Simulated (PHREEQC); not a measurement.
## Acid rinse or clean: an equilibrium model

Make-up at 13 °C: 0.0088 mol H2SO4, 0.12 mol AlCl3, 0.0056 mol KCl and 0.026 mol NaCl per kg of water. Closed to the air; pH follows from the charge balance.

Equilibrium calculation in PHREEQC: ion-association model, phreeqc.dat.

No solid was allowed to form.

Question: Predict the pH.

Answer: pH 1.88.

Question: In which forms is S present?

Answer: AlSO4+ 83 %, SO4-2 12 %, HSO4- 2.9 %, Al(SO4)2- 1.0 % of the S.

The ionic strength is past about 0.7 mol/kgw, beyond the range of this activity model, so the values are rough. Complexes and solids missing from the database can't appear. Constants without temperature data keep their 25 °C values here.
